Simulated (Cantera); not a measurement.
An isothermal, constant-pressure homogeneous reactor starts with C2H6 : N2 = 0.55 : 120 (molar parts), at 1950 K and 0.0132 atm.

Cantera simulation using GRI-Mech 3.0 (53 species, 325 reactions); the numbers are that mechanism's predictions, not measurements. GRI-Mech 3.0 stops at C3 and has no aromatics, soot or wall deposition, so with more carbon than oxygen in the feed, carbon stays in small species such as C2H2 where larger ones or solid carbon would form. Radical loss at walls, strong at low pressure, is not modelled.

One state of this run: x C2H6 = 3.34e-10; x C2H2 = 0.00437; x C2H4 = 5.81e-7; x CH2 = 1.58e-6; x CH3 = 3.20e-5; x H = 0.000408; x H2 = 0.00875. x: mole fraction; the columns are a selection and need not sum to one.

Q: Which value of t (s) does it belong to?
A. 3.78
B. 0.00179
C. 0.0476
D. 0.0160

A: C, 0.0476
